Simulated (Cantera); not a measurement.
# Equilibrium for carbon deposition, reforming and gasification: C2H2 + CO2 + H2

Charge: 1 mol C2H2, 2.6 mol CO2, 1.5 mol H2, held at 0.670 bar.

Equilibrium computed with Cantera from the NASA thermochemical tables; the gas is ideal and each condensed phase is pure. Candidate condensed phases: C, C6H6, C7H8, C8H18, H2O; 110 gas species. Kinetics and transport are ignored.

```csv
T (K),x CO,x H2,x H2O,x H,x CO2,x OH
1200,0.599,0.316,0.0356,1.36e-7,0.0490,1.22e-10
1350,0.606,0.310,0.0424,1.62e-6,0.0422,3.60e-9
1500,0.611,0.305,0.0476,1.19e-5,0.0369,5.30e-8
1650,0.615,0.300,0.0516,6.08e-5,0.0329,4.72e-7
1800,0.618,0.297,0.0547,0.000238,0.0298,2.90e-6
1950,0.620,0.294,0.0571,0.000760,0.0273,1.34e-5
2100,0.622,0.292,0.0589,0.00206,0.0254,4.95e-5
2250,0.622,0.288,0.0603,0.00487,0.0239,0.000153
2400,0.622,0.284,0.0610,0.0104,0.0226,0.000409
2550,0.619,0.277,0.0610,0.0201,0.0216,0.000969
2700,0.615,0.266,0.0600,0.0358,0.0206,0.00207
2850,0.607,0.251,0.0575,0.0596,0.0196,0.00400
```
x: gas mole fraction; nothing condenses.

From 1200 K to 2850 K nothing is condensed. The main C-bearing gas is CO throughout.
